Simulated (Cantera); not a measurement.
A closed system holds: 1 mol CH2F2, a varied amount of H2, equilibrated at 2923.15 K and 0.743 Torr.

These are equilibrium values from Cantera (NASA tables, ideal gas, pure condensed phases), not measurements of a reactor. Candidate condensed phases: C, C6H6, C7H8, C8H18; 95 gas species. Equilibrium is a limit: real reactors are often held back by kinetics, nucleation or transport.

At 0.088 mol H2, list the 5 most abundant gas species with their mole fractions, and the condensed phases.

HF 0.464, H 0.231, F 0.168, C3 0.0865, C 0.0208. Condensed: gas only.
